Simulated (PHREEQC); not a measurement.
Hard or scaling water: speciation

Consider water at 85 °C with 0.00345 mol SrCl2, 9e-05 mol NaHCO3 and 0.017 mol KCl per kg of water. Closed to the air; pH follows from the charge balance.

All values are PHREEQC results (Pitzer model, pitzer.dat), not measurements.

The pH is 7.29. The ionic strength is 0.0274 mol/kgw. The specific conductance is 8150 µS/cm and the osmotic coefficient is 0.934. The total alkalinity comes out as 0.0900 meq/kg.

| species | molality | activity | log γ |
|---|---|---|---|
| Cl- | 0.0239 | 0.0200 | -0.078 |
| K+ | 0.0170 | 0.0142 | -0.078 |
| Sr+2 | 0.00345 | 0.00170 | -0.308 |
| Na+ | 9.00e-5 | 7.54e-5 | -0.077 |
| HCO3- | 8.21e-5 | 6.80e-5 | -0.082 |
| CO2 | 7.72e-6 | 7.73e-6 | 0.001 |
| OH- | 7.57e-6 | 6.25e-6 | -0.083 |
| CO3-2 | 2.11e-7 | 9.64e-8 | -0.341 |
| H+ | 6.10e-8 | 5.12e-8 | -0.076 |

No solid was allowed to form. Species that the database lacks are ignored. At this temperature some constants are extrapolated from 25 °C, and those without enthalpy data are left unchanged.
